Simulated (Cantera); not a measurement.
A Cantera script and what it prints.

```python
import numpy as np
import cantera as ct

gas_names = """
    CL CL2 H HCL H2 N NH NH2 NH3 N2 N2H2 N2H4 Si SiCL SiCL2 SiCL3 SiCL4 SiH SiHCL3 SiH2 SiH2CL2 SiH3
    SiH3CL SiH4 SiN Si2 Si2N Si3
""".split()
cond_names = """
    NH4CL(a) NH4CL(b) Si(cr) Si(L) Si3N4(a)
""".split()


# ... load() reads the species with a 1 bar reference pressure and builds the phases ...
atoms = {
    'SiCl4': {'Si': 1, 'CL': 4},
    'NH3': {'N': 1, 'H': 3},
}
top_T = {'Si3N4(a)': 2400}  # K; cautious upper limits of use, not melting points


# ... equilibrate(T, P, feed) seeds the gas with the atoms and calls Mixture.equilibrate('TP', solver="vcs", rtol=1e-11, max_steps=5000) ...
results = []
feed = {'SiCl4': 1, 'NH3': 1.5}  # mol
T = 1148.15  # K
P = 13000  # Pa
mix = equilibrate(T, P, feed)
results.append((T, P, feed, dict(zip(mix.species_names, mix.species_moles))))
x = sorted(zip(gas.X, gas.species_names), reverse=True)
print(f"T = {T:g} K  P = {P:g} Pa  gas = {mix.phase_moles(0):.4g} mol")
print("   x: " + "  ".join(f"{s} {v:.3e}" for v, s in x if v > 1e-05))
print("   condensed (mol): " + ("  ".join(f"{mix.phase(i).name} {mix.phase_moles(i):.4g}"
      for i in range(1, mix.n_phases) if mix.phase_moles(i) > 1e-12) or "none"))
```

Output:

```
T = 1148.15 K  P = 13000 Pa  gas = 4.15 mol
   x: HCL 4.313e-01  H2 3.255e-01  SiCL4 1.309e-01  N2 1.093e-01  SiHCL3 1.984e-03  SiCL3 8.782e-04  SiCL2 6.498e-05
   condensed (mol): Si3N4(a) 0.1481
```

Cantera equilibrium calculation (NASA polynomials, part measured and part estimated; ideal gas, pure solids and liquids). The tables' values for SiCl3 are old estimates; treat these amounts as uncertain.
